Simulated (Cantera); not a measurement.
Input: 1 mol MgF2, 63 mol H2, 0.11 mol H2O, equilibrated at 1602 °C and 1000 Pa.

These are equilibrium values from Cantera (NASA tables, ideal gas, pure condensed phases), not measurements of a reactor. Candidate condensed phases: H2O, Mg, MgF2, MgO, Mg(OH)2; 31 gas species. The tables' values for MgH are old estimates; treat these amounts as uncertain. Rates play no part.

Task: What is the equilibrium state?

Result: 
```json
{
  "x(H2)": "0.948",
  "x(HF)": "0.0289",
  "x(Mg)": "0.0141",
  "x(H)": "0.00638",
  "x(H2O)": "0.00168",
  "x(MgF)": "0.000690",
  "x(MgF2)": "0.000542",
  "x(MgH)": "1.96e-5",
  "x(MgOH)": "1.99e-6",
  "gas_amount": "65.26 mol",
  "log10 activity of MgF2(l) (absent)": "-3.19",
  "log10 activity of Mg(l) (absent)": "-5.15"
}
```
